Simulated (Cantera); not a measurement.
Charge: 1 mol SiO₂, 1.2 mol MgO, 5.6 mol H₂O, equilibrated at 2177 °C and 840 Pa.

Method: chemical equilibrium by Gibbs-energy minimisation in Cantera with the NASA 1993 tables (ideal gas, pure condensed phases). Candidate condensed phases: H₂O, Mg, MgO, Mg(OH)₂, MgSiO₃, Mg₂SiO₄, Si, SiO₂; 24 gas species. The tables' values for SiO₂, MgH are old estimates; treat these amounts as uncertain. Condensed phases not in the tables: alloys, solid solutions and most ternary compounds. The numbers say what is thermodynamically allowed, not how fast it happens.

Base state: H₂O 0.544, H₂ 0.0983, O₂ 0.0787, OH 0.0743, H 0.0687, SiO 0.0655, O 0.0345, Mg 0.0302 (mole fractions); condensed: Mg₂SiO₄(l).

What changes in the equilibrium state with this change: pressure from 840 Pa to 51.0 Pa?


```json
[
 {"species": "H", "before": "0.0687", "after": "0.272"},
 {"species": "O", "before": "0.0345", "after": "0.155"},
 {"species": "H₂O", "before": "0.544", "after": "0.141"},
 {"species": "Mg", "before": "0.0302", "after": "0.0864"},
 {"species": "O₂", "before": "0.0787", "after": "0.0966"},
 {"species": "SiO", "before": "0.0655", "after": "0.0726"},
 {"species": "OH", "before": "0.0743", "after": "0.0803"},
 {"species": "H₂", "before": "0.0983", "after": "0.0934"},
 {"species": "Mg(OH)₂", "before": "0.000200", "after": "2.47e-6"},
 {"species": "MgOH", "before": "0.00160", "after": "0.000300"},
 {"species": "SiO₂", "before": "0.00237", "after": "0.000718"},
 {"species": "MgH", "before": "1.69e-5", "after": "1.16e-5"},
 {"species": "Mg₂SiO₄(l), mol", "before": "0.468", "after": "0"}
]
```
